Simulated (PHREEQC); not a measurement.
Dissolve 72 mmol/kgw HF, 162 mmol/kgw NaF and 0.8 mmol/kgw KCl at 80 °C. Closed to the air; pH follows from the charge balance.

The numbers come from PHREEQC with the ion-association model, phreeqc.dat.

This is a speciation only: nothing precipitates in the calculation.

Question: Order these F species by the share of F that they hold, largest first: HF, F-, HF2-, NaF.

Answer: F- (56 %), HF2- (22 %), HF (20 %), NaF (2.5 %)

The pH is 3.93 and the ionic strength 0.157 mol/kgw. Constants without temperature data keep their 25 °C values here.
